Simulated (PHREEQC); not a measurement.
1.2 g of hydrous ferric oxide (600 m²/g; 0.2 weak and 0.005 strong sites per Fe, Dzombak-Morel constants, diffuse double layer) in 1 kg of water with 0.3 mol/kgw of an inert sodium salt and 5.8e-06 mol/kgw Na2HAsO4 and 0.0024 mol/kgw ZnSO4, at 25 °C; the pH is set by adding NaOH or the inert anion's acid. O2 is buffered at 0.21 atm. CO2 from the air is kept out. No solid was allowed to form.

Base run: PHREEQC, ion-association model, wateq4f.dat. Each further column changes one thing. The table gives Zn sorbed (%).

| pH | base | no electrostatic term (-no_edl) | background salt from 0.3 to 0.03 mol/kgw | oxide from 1.2 to 6 g/kgw | 0.00038 mol/kgw CaCl2 added |
|---|---|---|---|---|---|
| 4 | 0.1 | 0.1 | 0.2 | 0.5 | 0.1 |
| 5.33 | 3.7 | 4.3 | 4.3 | (withheld) | 3.7 |
| 6.67 | 50.0 | (withheld) | (withheld) | 92.6 | 50.0 |
| 8 | 77.3 | 98.8 | 72.5 | 99.9 | 77.3 |
| 9.33 | 69.7 | (withheld) | 62.5 | 100.0 | 69.6 |
| 10.67 | 54.3 | 36.3 | 55.8 | 99.9 | 47.2 |
| 12 | 25.4 | 0.6 | (withheld) | 82.2 | 15.1 |

### Question
What belongs in the gaps?

### Answer

- 5.33, oxide from 1.2 to 6 g/kgw: 17.6
- 6.67, no electrostatic term (-no_edl): 73.0
- 6.67, background salt from 0.3 to 0.03 mol/kgw: 53.3
- 9.33, no electrostatic term (-no_edl): 97.8
- 12, background salt from 0.3 to 0.03 mol/kgw: 40.8

In at least one series the solution becomes supersaturated in solids that the run did not let form, among them Zn(OH)2-e, Zn4(OH)6SO4. The database has no arsenate complexes of Zn. The database has no arsenate complexes of Zn, Ca.
